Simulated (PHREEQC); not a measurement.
NaCl is added in steps, without added water, to 1 kg of water holding 13 mmol/kgw K2SO4, 0.043 mmol/kgw Al(NO3)3 and 2.8 mmol/kgw Cu(NO3)2, at 50 °C. O2 is buffered at 0.21 atm. CO2 is held at log p = -3.4 (atm). Solids allowed: Al(OH)3(a), Cu(OH)2, Malachite, Brochantite, Antlerite, Atacamite, Cu2(OH)3NO3, Basaluminite, Halite, Mirabilite, Chalcanthite, Nahcolite, Natron, AlumK. Others were left out.

Base run: PHREEQC, ion-association model, wateq4f.dat. Each further column changes one thing. The table gives pH.

| NaCl added (mol) | base | 0.0017 mol/kgw H2SO4 added | no solid may form |
|---|---|---|---|
| 0 | 4.82 | 2.82 | 4.82 |
| 0.01463 | 4.80 | 2.81 | 4.81 |
| 0.02438 | 4.73 | 2.80 | 4.80 |
| 0.039 | 4.68 | 2.79 | 4.79 |
| 0.05362 | 4.65 | 2.79 | 4.79 |
| 0.06338 | 4.64 | 2.78 | 4.78 |
| 0.078 | 4.63 | 2.78 | 4.78 |

Constants without temperature data keep their 25 °C values here. In at least one series the solution becomes supersaturated in solids that the run did not let form, among them Atacamite.
